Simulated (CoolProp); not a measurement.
The numbers come from the reference Helmholtz-energy equation of state, Schroeder 2014 in CoolProp.

Q: For ethanol, give the phase and the Z, isothermal compressibility (1/MPa) at 288.7 K and 36.7 bar.

A: 
- 288.7 K and 36.7 bar: liquid; Z 0.0885, isothermal compressibility 0.00105
